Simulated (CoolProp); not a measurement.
A simple Rankine cycle with vinyl chloride: condensing at 292.15 K, boiler at 3.97 MPa, turbine inlet 429 K, turbine efficiency 0.85, pump efficiency 0.6, no recuperator. Each further row changes one setting.

The numbers come from the reference Helmholtz-energy equation of state, Thol 2022 in CoolProp.

| case | thermal efficiency (%) | net work (kJ/kg) | heat in (kJ/kg) | turbine exit temperature (K) | volume ratio over the turbine |
|---|---|---|---|---|---|
| as stated | 18.5 | 75.3 | 406 | 295.3 | 10.9 |
| condensing temperature 284.15 K | 19.8 | 82.8 | 418 | 284.8 | 13.8 |
| boiler pressure 2.78 MPa | 17.2 | 73.9 | 430 | 322.1 | 7.39 |
| turbine efficiency 0.75 | 16.2 | 65.6 | 406 | 305.7 | 11.4 |
